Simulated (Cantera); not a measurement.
**(CH3)2SiCl2 + HCl + H2 (silicon carbide growth)**

A closed system holds: 1 mol (CH3)2SiCl2, 0.45 mol HCl, 49 mol H2, at 750 Torr.

These are equilibrium values from Cantera (NASA tables, ideal gas, pure condensed phases), not measurements of a reactor. Candidate condensed phases: C, C6H6, C7H8, C8H18, Si, SiC; 109 gas species. The feed counts by its element totals alone. The tables' values for SiCl, SiCl3 are old estimates; treat these amounts as uncertain. Gases not in the tables: Si2H6 and higher silanes. Rates play no part.

```csv
T (°C),log p H2,log p HCl,log p H,log p CH4,log p C2H2 (acetylene),log p Si,log p Cl,log p SiC2,n SiC(s),n C(graphite)
850,-0.03,-1.36,-7.39,-1.70,-7.90,<-12,-8.77,<-12,0.954,0
1000,-0.02,-1.34,-6.16,-2.08,-6.45,<-12,-7.54,<-12,0.994,0.560
1150,-0.02,-1.34,-5.19,-2.46,-5.49,-11.09,-6.59,<-12,0.997,0.819
1300,-0.02,-1.34,-4.40,-2.78,-4.71,-9.28,-5.82,-11.78,0.996,0.913
1450,-0.02,-1.34,-3.75,-3.04,-4.06,-7.79,-5.18,-9.83,0.993,0.949
1600,-0.02,-1.34,-3.20,-3.26,-3.53,-6.53,-4.64,-8.19,0.989,0.949
1750,-0.02,-1.35,-2.73,-3.44,-3.07,-5.47,-4.19,-6.81,0.983,0.905
1900,-0.02,-1.35,-2.33,-3.60,-2.68,-4.55,-3.79,-5.62,0.973,0.787
2050,-0.03,-1.36,-1.98,-3.74,-2.34,-3.76,-3.45,-4.58,0.948,0.545
2200,-0.03,-1.37,-1.67,-3.87,-2.05,-3.06,-3.15,-3.68,0.859,0.127
2350,-0.05,-1.39,-1.40,-4.06,-1.92,-2.39,-2.89,-2.94,0.464,0
```
log p: log10 of the partial pressure in bar; n: condensed amount in mol.

At 850 °C the condensed part is SiC(s). From 1000 °C to 2200 °C the condensed part is C(graphite) + SiC(s). At 2350 °C the condensed part is SiC(s). The main Si-bearing gas is SiCl4 at 850 °C and Si at 2350 °C. The share of Si in condensed phases is highest at 1150 °C (99.7 %) and lowest at 2350 °C (46.4 %).
